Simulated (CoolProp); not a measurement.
Vapour-liquid equilibrium of CHF3 (R23) (1) + propylene (2) at 1180 kPa; x and y are mole fractions of (1).

The numbers come from the multi-fluid Helmholtz-energy mixture model, Penoncello 2003 and Lemmon 2013; pair parameters Bell 2016 in CoolProp.

### Question
Give the bubble temperature and the first vapour's composition at x = 0.275, 0.725, 0.95. Is there an azeotrope?

### Answer
x = 0.275: -9.0 °C, y = 0.658; x = 0.725: -22.0 °C, y = 0.857; x = 0.95: -24.9 °C, y = 0.962. No azeotrope shows between x = 0.05 and 0.95.

The pair parameters rest on a limited set of measurements; away from them the model extrapolates.
